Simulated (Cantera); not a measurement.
A closed system holds: 1 mol PbO, 280 mol H₂, 8.6 mol H₂O, held at 627 °C and 0.0100 bar.

These are equilibrium values from Cantera (NASA tables, ideal gas, pure condensed phases), not measurements of a reactor. Candidate condensed phases: H₂O, Pb, PbO, PbO₂, Pb₃O₄; 12 gas species. Rates play no part.

Base state: H₂ 0.967, H₂O 0.0333, Pb 0.000137 (mole fractions); condensed: Pb(l).

Question: What changes in the equilibrium state with this change: temperature from 627 °C to 1675 °C?

Answer: 
```json
[
 {"species": "H₂", "before": "0.967", "after": "0.953"},
 {"species": "H₂O", "before": "0.0333", "after": "0.0329"},
 {"species": "H", "before": "1.15e-9", "after": "0.0110"},
 {"species": "Pb", "before": "0.000137", "after": "0.00343"},
 {"species": "OH", "before": "<1e-9", "after": "3.45e-5"},
 {"species": "Pb(l), mol", "before": "0.960", "after": "0"}
]
```
